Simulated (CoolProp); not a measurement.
Vapour-liquid equilibrium of hexamethyldisiloxane (MM) (1) + toluene (2) at 0.00115 MPa; x and y are mole fractions of (1).

Model: multi-fluid Helmholtz-energy mixture model, Thol 2016 and Lemmon 2006; pair parameters Bell 2016, in CoolProp.

```csv
x,bubble temperature (K),y at the bubble point,dew temperature at overall composition x (K),liquid density (mol/L)
0.05,276.1,0.099,276.5,9.181
0.2,274.0,0.326,275.2,8.155
0.35,272.6,0.484,273.8,7.301
0.5,271.7,0.607,272.5,6.582
0.65,271.0,0.713,271.4,5.971
0.8,270.6,0.821,270.7,5.447
0.95,270.5,0.949,270.5,4.992
```

y crosses x between x = 0.8 and 0.95: the model has an azeotrope there.

The pair parameters rest on a limited set of measurements; away from them the model extrapolates.
